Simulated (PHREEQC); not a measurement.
Consider water at 10 °C with 0.034 mol/kgw CuCl2, 0.031 mol/kgw HBF4 and 0.001 mol/kgw KCl. Closed to the air; pH follows from the charge balance.

Equilibrium calculation in PHREEQC: ion-association model, wateq4f.dat.

This is a speciation only: nothing precipitates in the calculation.

Estimate the pH, ionic strength.

pH 1.61; ionic strength 0.131 mol/kgw.

In which forms is Cu present?

Cu+2 97 %, CuCl+ 3.1 % of the Cu.

Species that the database lacks are ignored. Constants without temperature data keep their 25 °C values here. Real BF4- forms and hydrolyses slowly; the run takes it at equilibrium.
